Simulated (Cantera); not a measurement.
Thermodynamics of roasting and sulfation, feed MgCO3 + SO2 + O2

Input: 1 mol MgCO3, 1.9 mol SO2, 0.26 mol O2, at 29.0 mbar.

Cantera equilibrium calculation (NASA polynomials, part measured and part estimated; ideal gas, pure solids and liquids). Candidate condensed phases: C, Mg, MgCO3, MgO, MgS, MgSO4, S; 26 gas species. Mutual solubility and eutectic melting of coexisting phases are not modelled. Gases not in the tables: S3 to S7. Rates play no part.

```tsv
T (K)	log p SO2	log p CO2	log p O2	log p S2	n MgSO4(s)	n MgO(s)
675	-1.97	-1.78	<-13	-2.80	1.00	0
775	-1.77	-1.91	<-13	-6.62	0.520	0.480
875	-1.77	-1.91	-13.18	-12.74	0.520	0.480
975	-1.77	-1.91	-8.56	<-13	0.520	0.480
1075	-1.77	-1.92	-4.82	<-13	0.513	0.487
1175	-1.76	-2.04	-2.64	<-13	0	1.00
1275	-1.76	-2.04	-2.63	<-13	0	1.00
1375	-1.76	-2.04	-2.63	<-13	0	1.00
1475	-1.76	-2.04	-2.63	<-13	0	1.00
1575	-1.76	-2.04	-2.62	<-13	0	1.00
1675	-1.76	-2.04	-2.62	-13.20	0	1.00
1775	-1.76	-2.04	-2.62	-11.93	0	1.00
1875	-1.76	-2.04	-2.62	-10.81	0	1.000
```
log p: log10 of the partial pressure in bar; n: condensed amount in mol.

At 675 K the condensed part is MgSO4(s). From 775 K to 1075 K the condensed part is MgO(s) + MgSO4(s). From 1175 K to 1875 K the condensed part is MgO(s).
